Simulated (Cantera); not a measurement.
A Cantera script and what it prints.

```python
import numpy as np
import cantera as ct

gas_names = [...]  # 110 gases of nasa_gas.yaml made of C, F, H
cond_names = """
    C(gr) C6H6(L) C7H8(L) C8H18(L),n-octa
""".split()


# ... load() reads the species with a 1 bar reference pressure and builds the phases ...
atoms = {
    'C2F6': {'C': 2, 'F': 6},
    'CH4': {'C': 1, 'H': 4},
    'H2': {'H': 2},
}
top_T = {'C(gr)': 4500}  # K; cautious upper limits of use, not melting points


# ... equilibrate(T, P, feed) seeds the gas with the atoms and calls Mixture.equilibrate('TP', solver="vcs", rtol=1e-11, max_steps=5000) ...
results = []
feed = {'C2F6': 1, 'CH4': 0.014, 'H2': 0.1}  # mol
P = 4.8  # Pa
for T in [2500, 2750, 3000, 3250, 3500, 3750, 4000, 4250, 4500, 4750, 5000]:
    mix = equilibrate(T, P, feed)
    results.append((T, P, feed, dict(zip(mix.species_names, mix.species_moles))))

top = {s: max(r[3][s] / sum(r[3][g] for g in gas_names) for r in results) for s in gas_names}
cols = sorted((s for s in top if top[s] > 1e-06), key=lambda s: -top[s])[:9]
seen = [c for c in cond_names if any(r[3].get(c, 0) > 1e-12 for r in results)]
print("log10 of partial pressures in bar; condensed amounts in mol")
print(f"{'T/K':>10s}" + "".join(f"{s[:9]:>10s}" for s in cols + seen))
for T, P, feed, n in results:
    ng = sum(n[g] for g in gas_names)
    print(f"{T:10.4g}" + "".join(f"{np.log10(max(n[s] / ng * P / 1e5, 1e-99)):10.3f}" for s in cols)
          + "".join(f"{n.get(c, 0):10.4g}" for c in seen))
```

It prints:

```
log10 of partial pressures in bar; condensed amounts in mol
       T/K         F         C        C3        HF         H        CF        C2       CF2  Electron     C(gr)
      2500    -4.360    -6.779    -6.304    -5.707    -7.226    -5.846    -7.339    -6.665   -11.404     1.584
      2750    -4.409    -5.669    -5.510    -5.912    -6.256    -5.839    -6.279    -7.701   -10.464         0
      3000    -4.437    -5.124    -5.993    -6.514    -5.888    -6.203    -6.157    -8.922    -9.886         0
      3250    -4.456    -4.957    -7.284    -7.281    -5.839    -6.800    -6.641   -10.240    -9.522         0
      3500    -4.458    -4.937    -8.762    -7.960    -5.830    -7.423    -7.304   -11.466    -9.167         0
      3750    -4.458    -4.933   -10.088    -8.554    -5.829    -7.976    -7.907   -12.541    -8.708         0
      4000    -4.458    -4.933   -11.255    -9.076    -5.828    -8.464    -8.439   -13.485    -8.230         0
      4250    -4.458    -4.933   -12.288    -9.537    -5.828    -8.896    -8.910   -14.319    -7.787         0
      4500    -4.458    -4.934   -13.208    -9.948    -5.828    -9.281    -9.332   -15.062    -7.388         0
      4750    -4.459    -4.937   -14.036   -10.317    -5.829    -9.628    -9.711   -15.729    -7.029         0
      5000    -4.460    -4.941   -14.789   -10.650    -5.830    -9.945   -10.059   -16.334    -6.706         0
```

These are equilibrium values from Cantera (NASA tables, ideal gas, pure condensed phases), not measurements of a reactor. The feed counts by its element totals alone.
